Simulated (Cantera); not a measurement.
Feed: 1 mol Fe₂O₃, 2.8 mol SO₂, 4.1 mol CO₂, 0.4 mol H₂S, held at 775 °C and 1.60 bar.

Method: chemical equilibrium by Gibbs-energy minimisation in Cantera with the NASA 1993 tables (ideal gas, pure condensed phases). Candidate condensed phases: C, C₆H₆, C₇H₈, C₈H₁₈, Fe, Fe(CO)₅, FeO, Fe(OH)₂, Fe(OH)₃, FeS, FeSO₄, FeS₂, Fe₂O₃, Fe₂(SO₄)₃, Fe₃O₄, H₂O, H₂SO₄, S; 127 gas species. Mutual solubility and eutectic melting of coexisting phases are not modelled. FeS: taken at fixed stoichiometry. Gases not in the tables: S₃ to S₇. Rates play no part.

Task: What is the equilibrium state?

Result: 
```
Property                                   Result
--------------------------------------  ---------
x(CO₂)                                      0.548
x(SO₂)                                      0.382
x(H₂O)                                     0.0522
x(S₂)                                      0.0129
x(S₂O)                                    0.00152
x(H₂S)                                    0.00130
x(CO)                                    0.000973
x(COS)                                   0.000365
x(H₂)                                    0.000110
n(FeS(s))                               0.121 mol
n(Fe₃O₄(s))                             0.626 mol
gas amount                              7.459 mol
log10 activity of S(l) (absent)             -1.33
log10 activity of Fe(α) (absent)            -3.87
log10 activity of C(graphite) (absent)      -6.21
```
